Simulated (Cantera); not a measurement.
A freely propagating, adiabatic, planar premixed flame of CH4 : O2 : N2 = 1 : 2.47 : 8.4 (molar parts), equivalence ratio 0.81, unburnt at 723 K and 810000 Pa; mixture-averaged transport, grid criteria slope 0.08 and curve 0.16, no radiation.

Computed with Cantera and GRI-Mech 3.0 (53 species, 325 reactions). Burning velocities carry a grid error of a few per cent, more on coarse grids.

### Question
What does this change do: CH4 1 to 0.76 parts?

### Answer
```tsv
quantity	before	after
laminar burning velocity	91.5 cm/s	53.4 cm/s
thermal thickness	0.0604 mm	0.0866 mm
peak x(C2H2)	0.000106	3.17e-5
peak x(C2H)	2.62e-7	3.23e-8
peak x(H)	0.00178	0.000471
```

### Question
What does this change do: 0.69 parts H2O added?

### Answer
```tsv
quantity	before	after
laminar burning velocity	91.5 cm/s	71.9 cm/s
thermal thickness	0.0604 mm	0.0734 mm
peak x(C2H2)	0.000106	0.000124
peak x(C2H)	2.62e-7	2.06e-7
peak x(H)	0.00178	0.00122
```
